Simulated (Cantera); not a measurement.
Input: 1 mol SiC, 0.7 mol N2O, 77 mol N2, 0.18 mol CO2, at 2223 K and 1 atm.

These are equilibrium values from Cantera (NASA tables, ideal gas, pure condensed phases), not measurements of a reactor. Candidate condensed phases: C, Si, SiC, SiO2, Si2N2O, Si3N4; 34 gas species. The tables' values for SiN are old estimates; treat these amounts as uncertain. Rates play no part.

Base state: N2 0.986, CO 0.00813, SiO 0.00532, Si 0.000347, SiN 5.60e-5, Si2N 4.65e-5, Si2C 2.20e-5 (mole fractions); condensed: SiC(s).

### Question
What changes in the equilibrium state with this change: pressure from 1 atm to 75.0 Torr?

### Answer
| species | before | after |
|---|---|---|
| N2 | 0.986 | 0.983 |
| CO | 0.00813 | 0.00952 |
| SiO | 0.00532 | 0.00390 |
| Si | 0.000347 | 0.00278 |
| SiC2 | 8.22e-7 | 1.05e-5 |
| Si2C | 2.20e-5 | 0.000177 |
| Si2 | 4.44e-6 | 2.82e-5 |
| SiN | 5.60e-5 | 0.000141 |
| SiC(s), mol | 0.537 | 0.412 |

### Question
What changes in the equilibrium state with this change: CO2 from 0.18 to 0.93 mol?

### Answer
```
species        before     after
-----------  --------  --------
N2              0.986     0.968
CO            0.00813    0.0219
SiO           0.00532   0.00994
Si2N          4.65e-5   3.19e-5
SiN           5.60e-5   4.62e-5
Si2C          2.20e-5   1.83e-5
Si           0.000347  0.000289
SiC(s), mol     0.537     0.166
```
